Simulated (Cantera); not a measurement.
A perfectly stirred reactor is fed with 19.8 % H2, 40.5 % O2, 39.7 % N2, equivalence ratio 0.24, at 75000 Pa; it is held at 1100 K, and followed from long to short residence time.

Computed with Cantera and the H2/O2 subset of GRI-Mech 3.0, which has no nitrogen chemistry. The temperature is held fixed by assumption; the heat of reaction is taken as removed at once.

One state of this run: x H2 = 0.0500; x O2 = 0.354; x O = 0.00170; x H2O = 0.162; x H2O2 = 2.24e-5; x HO2 = 0.000283. x: mole fraction; the columns are a selection and need not sum to one.

**Question.** Which value of τ (s) does it belong to?
(A) 0.048
(B) 0.00014
(C) 0.011
(D) 3.9

**Answer.** B, 0.00014
